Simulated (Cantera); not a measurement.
**NO annealing gas**

An isothermal, constant-pressure homogeneous reactor starts with 78.1 % NO, 21.9 % N2, at 1723 K and 0.133 bar.

Detailed kinetics in Cantera: GRI-Mech 3.0 (53 species, 325 reactions).

```json
[
 {"t (s)": "0.000400", "x NO": "0.781", "x O2": "2.07e-8", "x N2": "0.219", "x NO2": "1.11e-6", "x O": "2.58e-6", "x N2O": "3.63e-6"},
 {"t (s)": "0.00144", "x NO": "0.781", "x O2": "2.41e-7", "x N2": "0.219", "x NO2": "8.42e-6", "x O": "4.94e-6", "x N2O": "1.28e-5"},
 {"t (s)": "0.00517", "x NO": "0.781", "x O2": "3.45e-6", "x N2": "0.219", "x NO2": "3.89e-5", "x O": "7.86e-6", "x N2O": "4.28e-5"},
 {"t (s)": "0.0186", "x NO": "0.781", "x O2": "5.54e-5", "x N2": "0.219", "x NO2": "0.000106", "x O": "1.32e-5", "x N2O": "0.000120"},
 {"t (s)": "0.0667", "x NO": "0.780", "x O2": "0.000451", "x N2": "0.219", "x NO2": "0.000140", "x O": "1.63e-5", "x N2O": "0.000213"},
 {"t (s)": "0.240", "x NO": "0.777", "x O2": "0.00209", "x N2": "0.221", "x NO2": "0.000157", "x O": "1.79e-5", "x N2O": "0.000226"},
 {"t (s)": "0.862", "x NO": "0.765", "x O2": "0.00793", "x N2": "0.227", "x NO2": "0.000201", "x O": "2.18e-5", "x N2O": "0.000217"},
 {"t (s)": "3.10", "x NO": "0.725", "x O2": "0.0280", "x N2": "0.247", "x NO2": "0.000299", "x O": "3.14e-5", "x N2O": "0.000191"},
 {"t (s)": "11.1", "x NO": "0.603", "x O2": "0.0885", "x N2": "0.308", "x NO2": "0.000423", "x O": "4.97e-5", "x N2O": "0.000128"},
 {"t (s)": "40.0", "x NO": "0.353", "x O2": "0.214", "x N2": "0.433", "x NO2": "0.000384", "x O": "7.38e-5", "x N2O": "4.18e-5"}
]
```
x: mole fraction; the columns are a selection and need not sum to one.

Equilibrium at this temperature and pressure: NO 0.00379, O2 0.389, N2 0.607, NO2 5.58e-6, O 9.77e-5, N2O 7.08e-8 (gas phase only).
